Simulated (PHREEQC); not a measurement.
Make-up at 20 °C: 0.15 mol K2CO3 per kg of water. Closed to the air; pH follows from the charge balance.

All values are PHREEQC results (ion-association model, phreeqc.dat), not measurements.

| Quantity | Value |
|---|---|
| pH | 11.53 |
| ionic strength | 0.447 mol/kgw |
| activity of water | 0.992 |
| specific conductance | 24500 µS/cm |
| density | 1.016 g/cm³ |
| total alkalinity | 300 meq/kg |

| species | molality | activity | log γ |
|---|---|---|---|
| K+ | 0.300 | 0.196 | -0.185 |
| CO3-2 | 0.146 | 0.0352 | -0.619 |
| OH- | 0.00355 | 0.00228 | -0.191 |
| HCO3- | 0.00355 | 0.00248 | -0.155 |
| CO2 | 1.62e-8 | 1.79e-8 | 0.045 |

No solid was allowed to form.
